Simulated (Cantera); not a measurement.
A perfectly stirred reactor is fed with CH4 : H2 : O2 : N2 = 1 : 0.75 : 4.03 : 12.9 (molar parts), equivalence ratio 0.59, at 1.00 atm; it is adiabatic with a 300 K inlet, and is followed from long to short residence time, starting on the burning branch (τ in s: 0.081, 0.034, 0.014, 0.0058, 0.0024, 0.001, 0.00042, 0.00017, 7.2e-05, 3e-05, 1.2e-05, 5.1e-06).

Model: GRI-Mech 3.0 (53 species, 325 reactions), integrated in Cantera.

One state of this run: T (K) = 1568; x CH4 = 0.000869; x H2 = 0.00545; x O2 = 0.0994; x CO2 = 0.0365; x O = 0.00390; x CH2O = 8.23e-5; x NO = 4.18e-6. x: mole fraction; the columns are a selection and need not sum to one.

### Question
Which value of τ (s) does it belong to?
(A) 0.0010
(B) 0.081
(C) 1.2e-5
(D) 0.00017

### Answer
D, 0.00017
